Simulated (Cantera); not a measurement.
Input: 1 mol Si, a varied amount of Cl2, 0.15 mol N2, held at 473.15 K and 10.0 mbar.

Method: chemical equilibrium by Gibbs-energy minimisation in Cantera with the NASA 1993 tables (ideal gas, pure condensed phases). Candidate condensed phases: Si, Si3N4; 13 gas species. N2 is the only nitrogen source here; it is nearly inert below about 1500 K, so the nitride shown seldom forms there in practice. The numbers say what is thermodynamically allowed, not how fast it happens.

### Question
What share of the Si ends up in condensed phases as a function of n(Cl2) (mol), at 1, 1.3, 1.5, 1.9, 2.3, 2.8, 3.4, 4.1, 5, 6, 7.3?

### Answer
```
n(Cl2) (mol)  Si condensed (%)                as
------------  ----------------  ----------------
1                         50.0  Si(s) + Si3N4(s)
1.3                       35.0  Si(s) + Si3N4(s)
1.5                       25.0  Si(s) + Si3N4(s)
1.9                        5.0          Si3N4(s)
2.3                        0.0                 -
2.8                        0.0                 -
3.4                        0.0                 -
4.1                        0.0                 -
5                          0.0                 -
6                          0.0                 -
7.3                        0.0                 -
```
